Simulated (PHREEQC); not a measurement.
Dissolve 0.026 mol MgCl2, 4.4e-06 mol CO2 and 1.6e-05 mol H4SiO4 per kg of water at 20 °C. Closed to the air; pH follows from the charge balance.

Equilibrium calculation in PHREEQC: ion-association model, phreeqc.dat.

pH: 5.91
ionic strength: 0.0780 mol/kgw
specific conductance: 4750 µS/cm
density: 1.000 g/cm³

```tsv
species	molality	activity	log γ
Cl-	0.0520	0.0409	-0.105
Mg+2	0.0260	0.0113	-0.360
H4SiO4	1.60e-5	1.63e-5	0.008
CO2	2.97e-6	3.02e-6	0.008
H+	1.47e-6	1.23e-6	-0.077
HCO3-	1.27e-6	1.02e-6	-0.095
MgHCO3+	1.68e-7	1.33e-7	-0.103
MgOH+	2.59e-8	2.11e-8	-0.089
OH-	7.11e-9	5.56e-9	-0.107
H3SiO4-	2.07e-9	1.63e-9	-0.103
```

This is a speciation only: nothing precipitates in the calculation.
